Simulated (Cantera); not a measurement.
A Cantera script and what it prints.

```python
import numpy as np
import cantera as ct

gas_names = """
    P2 H2O2 H2
""".split()
cond_names = """
    P4O10(s)
""".split()


# ... load() reads the species with a 1 bar reference pressure and builds the phases ...
species = {s.name: s for s in load("nasa_gas.yaml", gas_names) + load("nasa_condensed.yaml", cond_names)}
# Each term lists the table entries of one substance; the one whose range holds T is used.
reactions = {
    '2 P2(g) + 5 H2O2(g) = P4O10 + 5 H2(g)':
        [(-2, ['P2']), (-5, ['H2O2']), (1, ['P4O10(s)']), (5, ['H2'])],
}


def pick(names, T):
    return next(species[n] for n in names if species[n].thermo.min_temp <= T <= species[n].thermo.max_temp)


results = []
for label, terms in reactions.items():
    print(label)
    print("     T/K   dH/kJ  dS/(J/K)   dG/kJ   log10 K")
    for T in [375, 400, 425, 450, 475, 500, 525, 550, 575]:
        used = [(nu, pick(names, T)) for nu, names in terms]
        dH = sum(nu * s.thermo.h(T) for nu, s in used) / 1e6
        dS = sum(nu * s.thermo.s(T) for nu, s in used) / 1e3
        dG = dH - T * dS / 1e3
        logK = -dG * 1e6 / (ct.gas_constant * T * np.log(10))
        results.append((label, T, dH, dS, dG, logK, [s.name for _, s in used]))
        print(f"{T:8g} {dH:8.1f} {dS:8.1f} {dG:8.1f} {logK:8.2f}")
```

Result:

```
2 P2(g) + 5 H2O2(g) = P4O10 + 5 H2(g)
     T/K   dH/kJ  dS/(J/K)   dG/kJ   log10 K
     375  -2608.7   -705.9  -2344.0   326.50
     400  -2606.1   -699.2  -2326.5   303.80
     425  -2603.4   -692.5  -2309.1   283.79
     450  -2600.5   -685.9  -2291.9   266.03
     475  -2597.5   -679.5  -2274.8   250.15
     500  -2594.4   -673.1  -2257.9   235.87
     525  -2591.2   -666.8  -2241.1   222.98
     550  -2587.9   -660.6  -2224.5   211.27
     575  -2584.4   -654.5  -2208.1   200.59
```

Standard-state values (1 bar) from the NASA 1993 polynomials, evaluated with Cantera. Condensed species are held in their standard states even where they would react or evaporate.
